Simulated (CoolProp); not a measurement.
R115 along the isotherm 106.85 °C: Z from the reference equation and from simpler models built on Tc = 80.0 °C, pc = 3129 kPa, ω = 0.248; each cubic takes its own stable root.

The numbers come from the reference Helmholtz-energy equation of state, Lemmon 2016 in CoolProp.

```
p (kPa)          phase  reference  van der Waals  Soave-Redlich-Kwong
-------  -------------  ---------  -------------  -------------------
24.7               gas     0.9980         0.9980               0.9979
44                 gas     0.9964         0.9965               0.9963
78.2               gas     0.9936         0.9938               0.9933
139                gas     0.9886         0.9889               0.9881
247                gas     0.9795         0.9801               0.9788
440                gas     0.9631         0.9641               0.9620
782                gas     0.9329         0.9347               0.9313
1390               gas     0.8753         0.8782               0.8738
2470               gas     0.7564         0.7584               0.7598
4400     supercritical     0.4673         0.4145               0.4997
7820     supercritical     0.4134         0.5178               0.4653
```
